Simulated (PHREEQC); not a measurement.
Consider water at 73 °C with 0.012 mol HF, 0.0027 mol H2SiF6, 0.0071 mol H3PO4 and 0.011 mol H2SO4 per kg of water. Closed to the air; pH follows from the charge balance.

The numbers come from PHREEQC with the ion-association model, phreeqc.dat.

No solid was allowed to form.

Question: What pH, ionic strength does the model give?

Answer: pH 1.78; ionic strength 0.0233 mol/kgw.

Question: In which forms is P present?

Answer: H3PO4 77 %, H2PO4- 23 % of the P.

Saturation is exceeded, for instance for Quartz (slow to form); the values hold only as long as no solid forms. Species that the database lacks are ignored. Away from 25 °C the constants follow the database's enthalpies or fits; those with neither stay at their 25 °C values. SiF6-2 is the database's only silicon fluoride.
